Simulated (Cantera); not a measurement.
Feed: 1 mol MgO, 0.11 mol SO₃, 26 mol N₂, equilibrated at 1152 °C and 750 Torr.

Equilibrium computed with Cantera from the NASA thermochemical tables; the gas is ideal and each condensed phase is pure. Candidate condensed phases: Mg, MgO, MgS, MgSO₄, S; 22 gas species. Equilibrium is a limit: real reactors are often held back by kinetics, nucleation or transport.

Base state: N₂ 0.994, SO₂ 0.00419, O₂ 0.00205, NO 9.23e-5, SO₃ 1.06e-5 (mole fractions); condensed: MgO(s).

Task: What changes in the equilibrium state with this change: SO₃ from 0.11 to 0.72 mol?

Result: 
```csv
species,before,after
N₂,0.994,0.960
SO₂,0.00419,0.0264
O₂,0.00205,0.0131
SO₃,1.06e-5,0.000169
NO,9.23e-5,0.000229
"MgO(s), mol",1.00,1.00
```
